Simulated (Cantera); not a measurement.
Charge: 1 mol toluene, 37 mol H₂, at 1375 K and 900 Torr.

Equilibrium computed with Cantera from the NASA thermochemical tables; the gas is ideal and each condensed phase is pure. Candidate condensed phases: C, C₆H₆, C₇H₈, C₈H₁₈; 76 gas species. Equilibrium is a limit: real reactors are often held back by kinetics, nucleation or transport.

Base state: H₂ 0.994, CH₄ 0.00590 (mole fractions); condensed: C(graphite).

**Question.** What changes in the equilibrium state with this change: pressure from 900 Torr to 5.18 Torr?

**Answer.** 
```json
[
 {"species": "H₂", "before": "0.994", "after": "1.000"},
 {"species": "H", "before": "3.12e-6", "after": "4.12e-5"},
 {"species": "CH₄", "before": "0.00590", "after": "3.43e-5"},
 {"species": "C(graphite), mol", "before": "6.76", "after": "7.00"}
]
```
